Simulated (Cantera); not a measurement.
Input: 1 mol Si₂Cl₆, 56 mol N₂, equilibrated at 2000 K and 4.90 mbar.

These are equilibrium values from Cantera (NASA tables, ideal gas, pure condensed phases), not measurements of a reactor. Candidate condensed phases: Si, Si₃N₄; 13 gas species. The feed counts by its element totals alone. The tables' values for SiCl₃, SiCl are old estimates; treat these amounts as uncertain. Equilibrium is a limit: real reactors are often held back by kinetics, nucleation or transport.

Base state: N₂ 0.934, Cl 0.0325, SiCl₂ 0.0322, SiCl₃ 0.000973, SiCl 0.000132, Si 3.38e-5, SiCl₄ 3.38e-5 (mole fractions); condensed: gas only.

What changes in the equilibrium state with this change: temperature from 2000 K to 1448.15 K?


```csv
species,before,after
N₂,0.934,0.965
SiCl₂,0.0322,0.0138
SiCl₄,3.38e-5,0.0136
Cl,0.0325,0.000226
Si,3.38e-5,<1e-9
SiCl,0.000132,1.03e-7
SiCl₃,0.000973,0.00713
```
The tables' values for SiCl₃ are old estimates; treat these amounts as uncertain.
